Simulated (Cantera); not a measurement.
Silicon oxide and oxynitride deposition: SiH4 + O2 + H2

Charge: 1 mol SiH4, 0.97 mol O2, 6.4 mol H2, equilibrated at 750 Torr.

Cantera equilibrium calculation (NASA polynomials, part measured and part estimated; ideal gas, pure solids and liquids). Candidate condensed phases: H2O, Si, SiO2; 18 gas species. Mutual solubility and eutectic melting of coexisting phases are not modelled. The tables hold silica as quartz up to 1696 K and as liquid above; real silica turns to tridymite and cristobalite and melts near 1996 K. Rates play no part.

```csv
T (K),x H2,x SiO,x H2O,x H,x SiH2,x SiH4,n Si(s),n SiO2(β-quartz),n SiO2(condensed)
873,1.00,1.18e-12,2.67e-11,4.68e-11,1.37e-12,2.74e-7,0.0300,0.970,0
973,1.00,1.63e-10,4.92e-10,1.08e-9,4.19e-11,3.81e-7,0.0300,0.970,0
1073,1.000,8.89e-9,5.19e-9,1.40e-8,6.77e-10,4.96e-7,0.0300,0.970,0
1173,1.000,2.42e-7,3.63e-8,1.18e-7,6.81e-9,6.16e-7,0.0300,0.970,0
1273,1.000,3.88e-6,1.86e-7,7.13e-7,4.76e-8,7.40e-7,0.0300,0.970,0
1373,1.000,4.11e-5,7.45e-7,3.33e-6,2.51e-7,8.66e-7,0.0298,0.970,0
1473,1.000,0.000314,2.46e-6,1.26e-5,1.05e-6,9.91e-7,0.0287,0.969,0
1573,0.998,0.00184,6.95e-6,4.06e-5,3.66e-6,1.11e-6,0.0223,0.962,0
1673,0.993,0.00709,2.10e-5,0.000113,7.37e-6,8.27e-7,0,0.940,0
1773,0.992,0.00726,0.000176,0.000283,1.36e-6,6.33e-8,0,0,0.939
1873,0.990,0.00813,0.00105,0.000642,3.67e-7,7.82e-9,0,0,0.931
```
x: gas mole fraction; n: condensed amount in mol.

From 873 K to 1573 K the condensed part is Si(s) + SiO2(β-quartz). At 1673 K the condensed part is SiO2(β-quartz). From 1773 K to 1873 K the condensed part is SiO2(condensed). The main Si-bearing gas is SiH4 at 873 K and SiO at 1873 K.
